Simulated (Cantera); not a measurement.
Feed: 1 mol CF4, 3 mol H2, equilibrated at 0.910 bar.

Equilibrium computed with Cantera from the NASA thermochemical tables; the gas is ideal and each condensed phase is pure. Candidate condensed phases: C, C6H6, C7H8, C8H18; 95 gas species. The numbers say what is thermodynamically allowed, not how fast it happens.

x: gas mole fraction; n: condensed amount in mol.

```tsv
T (°C)	x HF	x H2	x H	x CH4	x C2H2 (acetylene)	x F	x C3	n C(graphite)
450	0.842	0.105	<1e-12	0.0531	<1e-12	<1e-12	<1e-12	0.748
650	0.806	0.187	1.11e-10	0.00738	2.22e-11	<1e-12	<1e-12	0.963
850	0.801	0.198	1.99e-8	0.00105	4.36e-9	<1e-12	<1e-12	0.995
1050	0.800	0.200	7.43e-7	0.000246	1.65e-7	1.92e-11	<1e-12	0.999
1250	0.800	0.200	1.08e-5	8.37e-5	2.36e-6	1.40e-9	<1e-12	1.000
1450	0.800	0.200	8.55e-5	3.66e-5	1.81e-5	3.81e-8	<1e-12	1.000
1650	0.800	0.200	0.000441	1.91e-5	9.01e-5	5.25e-7	[?]	0.999
1850	0.799	0.199	0.00168	1.12e-5	0.000329	4.44e-6	[?]	0.997
2050	0.798	0.196	0.00505	7.16e-6	0.000949	2.62e-5	[?]	0.990
2250	0.795	0.190	0.0127	4.76e-6	0.00226	0.000118	[?]	0.977
2450	0.788	0.179	0.0275	3.15e-6	0.00458	0.000431	[?]	0.951
2650	0.777	0.161	0.0521	2.00e-6	0.00796	0.00135	[?]	0.907
2850	0.757	0.136	0.0876	1.15e-6	0.0119	0.00375	[?]	0.822
3050	0.721	0.105	0.131	5.77e-7	0.0151	0.00950	[?]	0.596
```

**Question.** Complete the blanks.

**Answer.** 
- 1650, x C3: 4.23e-12
- 1850, x C3: 5.27e-10
- 2050, x C3: 2.80e-8
- 2250, x C3: 7.79e-7
- 2450, x C3: 1.31e-5
- 2650, x C3: 0.000148
- 2850, x C3: 0.00121
- 3050, x C3: 0.00757
